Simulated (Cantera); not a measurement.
Standard-state values (1 bar) from the NASA 1993 polynomials, evaluated with Cantera. Values are per mole of reaction as written; species without (g) are pure solids or liquids, kept so even where they would boil at 1 bar.

Q: Between 1273 and 1873 K, where is each reaction favourable under standard conditions?
- N2(g) + 2 AlF3(g) = 2 AlN + 3 F2(g)
- N(g) + Al(g) = AlN

A: 
- N2(g) + 2 AlF3(g) = 2 AlN + 3 F2(g): ΔG° is 1897 kJ at 1273 K and 1943 kJ at 1873 K; it stays positive (K < 1). ΔH° is 1806 kJ and ΔS° -73 J/K at 1873 K.
- N(g) + Al(g) = AlN: ΔG° is -740 kJ at 1273 K and -563 kJ at 1873 K; it stays negative (K > 1). ΔH° is -1112 kJ and ΔS° -293 J/K at 1873 K.
